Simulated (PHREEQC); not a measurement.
Solution (25 °C): 1.5 mmol/kgw ZnSO4, 0.032 mmol/kgw NiCl2, 0.066 mmol/kgw HCl and 1.3 mmol/kgw Na2SO4. Closed to the air; pH follows from the charge balance.

Equilibrium calculation in PHREEQC: ion-association model, wateq4f.dat.

Question: The ionic strength comes out as 0.00869 mol/kgw. What activity coefficients do HSO4-, Cl-, Na+, NaSO4-, Zn+2 get?

Answer: HSO4- 0.91, Cl- 0.91, Na+ 0.91, NaSO4- 0.91, Zn+2 0.69.

Precipitation was switched off in this run.
